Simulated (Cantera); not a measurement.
A Cantera script and what it prints.

```python
import numpy as np
import cantera as ct

gas_names = [...]  # 109 gases of nasa_gas.yaml made of C, Cl, H, Si
cond_names = """
    C(gr) C6H6(L) C7H8(L) C8H18(L),n-octa Si(cr) Si(L) SiC(b)
""".split()


# ... load() reads the species with a 1 bar reference pressure and builds the phases ...
atoms = {
    'SiH2Cl2': {'Si': 1, 'H': 2, 'CL': 2},
    'C3H8': {'C': 3, 'H': 8},
    'H2': {'H': 2},
}
top_T = {'C(gr)': 4500, 'SiC(b)': 3050}  # K; cautious upper limits of use, not melting points


# ... equilibrate(T, P, feed) seeds the gas with the atoms and calls Mixture.equilibrate('TP', solver="vcs", rtol=1e-11, max_steps=5000) ...
results = []
feed = {'SiH2Cl2': 1, 'C3H8': 0.0067, 'H2': 19}  # mol
T = 1773  # K
P = 14000  # Pa
mix = equilibrate(T, P, feed)
results.append((T, P, feed, dict(zip(mix.species_names, mix.species_moles))))
x = sorted(zip(gas.X, gas.species_names), reverse=True)
print(f"T = {T:g} K  P = {P:g} Pa  gas = {mix.phase_moles(0):.4g} mol")
print("   x: " + "  ".join(f"{s} {v:.3e}" for v, s in x if v > 0.001))
print("   condensed (mol): " + ("  ".join(f"{mix.phase(i).name} {mix.phase_moles(i):.4g}"
      for i in range(1, mix.n_phases) if mix.phase_moles(i) > 1e-12) or "none"))
```

It prints:

```
T = 1773 K  P = 14000 Pa  gas = 21.03 mol
   x: H2 9.193e-01  HCL 6.487e-02  SiCL2 1.471e-02
   condensed (mol): Si(L) 0.6637  SiC(b) 0.02005
```

Equilibrium computed with Cantera from the NASA thermochemical tables; the gas is ideal and each condensed phase is pure. Mutual solubility and eutectic melting of coexisting phases are not modelled. The tables' values for SiCl3, SiCl are old estimates; treat these amounts as uncertain. Gases not in the tables: Si2H6 and higher silanes.
